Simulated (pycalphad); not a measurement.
An equivalent pycalphad script:

```python
from pycalphad import Database, equilibrium, calculate, variables as v
import numpy as np
db = Database('COST507.tdb')
comps = ['TI', 'C', 'VA']
phases = ['BCC_A2', 'FCC_A1', 'GRAPHITE', 'HCP_A3', 'LIQUID']
eq = equilibrium(db, comps, phases, {v.X('C'): 0.521, v.T: np.arange(3300, 499, -50), v.P: 101325, v.N: 1}, output=['HM', 'SM'])
```

Computed with pycalphad from the COST 507 light-alloy database (1999), at 1 atm. The data set is of 1999 and partly superseded. Phase fractions are per mole of atoms. Kinetics are ignored, which matters at the lower temperatures.

Results at three of the temperatures:

```
T = 2900.00 K, P = 101325 Pa, N = 1 mol of atoms
G = -219589 J/mol, H = -18584 J/mol, S = 69.31 J/(mol K)  (SER reference)
chemical potentials (J/mol): Ti -363597, C -87190
phase             fraction      x(Ti)       x(C)
FCC_A1              0.9321     0.5139     0.4861
GRAPHITE            0.0679       none     1.0000
```

```
T = 950.00 K, P = 101325 Pa, N = 1 mol of atoms
G = -110939 J/mol, H = -75292 J/mol, S = 37.52 J/(mol K)  (SER reference)
chemical potentials (J/mol): Ti -219137, C -11464
phase             fraction      x(Ti)       x(C)
FCC_A1              0.9434     0.5077     0.4923
GRAPHITE            0.0566       none     1.0000
```

```
T = 700.00 K, P = 101325 Pa, N = 1 mol of atoms
G = -102468 J/mol, H = -81511 J/mol, S = 29.94 J/(mol K)  (SER reference)
chemical potentials (J/mol): Ti -206996, C -6366
phase             fraction      x(Ti)       x(C)
FCC_A1              0.9443     0.5072     0.4928
GRAPHITE            0.0557       none     1.0000
```

Changes of the phase set, refined by bisection:

```
T (°C)  phases above    phases below
------  ------------  --------------
3024.5        liquid    fcc + liquid
2770.9  fcc + liquid  fcc + graphite
```

FCC_A1 is fcc. An entry "none" or "no" means that the model of the phase leaves that element out. The fcc model also describes the rock-salt carbide or nitride (TiC, TiN, HfC).
